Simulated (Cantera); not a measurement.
Input: 1 mol Si₃N₄, 43 mol Cl₂, 2.1 mol H₂, equilibrated at 1148.15 K and 24.0 Pa.

Cantera equilibrium calculation (NASA polynomials, part measured and part estimated; ideal gas, pure solids and liquids). Candidate condensed phases: NH₄Cl, Si, Si₃N₄; 28 gas species. Equilibrium is a limit: real reactors are often held back by kinetics, nucleation or transport.

Base state: Cl₂ 0.665, Cl 0.141, HCl 0.0885, SiCl₄ 0.0632, N₂ 0.0421 (mole fractions); condensed: gas only.

Q: What changes in the equilibrium state with this change: temperature from 1148.15 K to 1248.15 K?

A: 
| species | before | after |
|---|---|---|
| Cl₂ | 0.665 | 0.483 |
| Cl | 0.141 | 0.344 |
| HCl | 0.0885 | 0.0789 |
| SiCl₄ | 0.0632 | 0.0563 |
| N₂ | 0.0421 | 0.0376 |
